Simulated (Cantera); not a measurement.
Predominance diagram of Zr at 1100 K against the partial pressures of O₂ and N₂ (log10, bar). Source: NASA polynomial tables (part measured, part estimated), evaluated in Cantera. Candidates: Zr(α), ZrN(s), ZrO₂(monoclinic). Only these pure phases compete in this equilibrium. ZrN: taken at fixed stoichiometry.

Q: Which phase is stable at these pairs, and which metal-bearing vapour leads over it? (-8.2, 0); (-6.5, -19.4); (-31.1, -9.7); (-27.8, -9.7); (-31.1, -17.8); (-24.5, -4.8); (-11.5, -1.6)

A: 
```csv
log p(O₂),log p(N₂),phase,chief vapour,log p (bar)
-8.2,0,ZrO₂(monoclinic),ZrO₂,-27.3
-6.5,-19.4,ZrO₂(monoclinic),ZrO₂,-27.3
-31.1,-9.7,ZrO₂(monoclinic),ZrO,-26.1
-27.8,-9.7,ZrO₂(monoclinic),ZrO₂,-27.3
-31.1,-17.8,ZrO₂(monoclinic),ZrO,-26.1
-24.5,-4.8,ZrO₂(monoclinic),ZrO₂,-27.3
-11.5,-1.6,ZrO₂(monoclinic),ZrO₂,-27.3
```
